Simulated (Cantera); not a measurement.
Charge: 1 mol SiHCl3, 0.023 mol Cl2, 5.4 mol H2, held at 67.5 Torr.

Cantera equilibrium calculation (NASA polynomials, part measured and part estimated; ideal gas, pure solids and liquids). Candidate condensed phases: Si; 19 gas species. The tables' values for SiCl3 are old estimates; treat these amounts as uncertain. Kinetics and transport are ignored. All values below are at 950 K.

Base state: H2 0.868, SiCl4 0.0894, SiHCl3 0.0278, HCl 0.0128, SiCl3 0.000879, SiH2Cl2 0.000878, SiCl2 0.000289 (mole fractions); condensed: Si(s).

Task: What changes in the equilibrium state with this change: SiHCl3 replaced by SiH4?

Result: 
```tsv
species	before	after
H2	0.868	0.996
HCl	0.0128	0.00337
SiHCl3	0.0278	0.000443
SiCl4	0.0894	0.000327
SiCl3	0.000879	1.31e-5
SiCl2	0.000289	1.74e-5
Si(s), mol	0.208	0.994
```
